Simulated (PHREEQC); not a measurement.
## Spent oxide etchant: an equilibrium model

Solution (25 °C): 1.1 mmol/kgw HF and 0.26 mmol/kgw H2SiF6. Closed to the air; pH follows from the charge balance.

All values are PHREEQC results (ion-association model, phreeqc.dat), not measurements.

```json
{
  "pH": "3.00",
  "ionic_strength": "0.00114 mol/kgw",
  "total_alkalinity": "-2.66 meq/kg"
}
```

```json
[
 {"species": "HF", "molality": "0.00124", "activity": "0.00124", "log γ": "0.000"},
 {"species": "H+", "molality": "0.00104", "activity": "0.00101", "log γ": "-0.016"},
 {"species": "F-", "molality": "0.000854", "activity": "0.000822", "log γ": "-0.017"},
 {"species": "H4SiO4", "molality": "0.000167", "activity": "0.000167", "log γ": "0.000"},
 {"species": "SiF6-2", "molality": "9.30e-5", "activity": "8.00e-5", "log γ": "-0.065"},
 {"species": "HF2-", "molality": "4.06e-6", "activity": "3.91e-6", "log γ": "-0.016"}
]
```

No solid was allowed to form. Examples of supersaturated solids here: Quartz (slow to form). Others may be too. SiF6-2 is the database's only silicon fluoride.
